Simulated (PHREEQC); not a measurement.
**Copper plating or etch bath: speciation**

Solution (25 °C and 300 atm): 0.0067 mol Cu(NO3)2, 0.00036 mol H2SO4 and 3.4e-05 mol NaCl per kg of water. Closed to the air; pH follows from the charge balance.

Model: ion-association model, phreeqc.dat, run in PHREEQC.

Precipitation was switched off in this run.

**Question.** Predict the pH, specific conductance.

**Answer.** pH 3.20; specific conductance 1740 µS/cm.

**Question.** In which forms is Cu present?

**Answer.** Cu+2 99 %, CuSO4 1.4 % of the Cu.

Species that the database lacks are ignored. Under pressure, the constants of complexes without a molar volume in the database are unreliable.
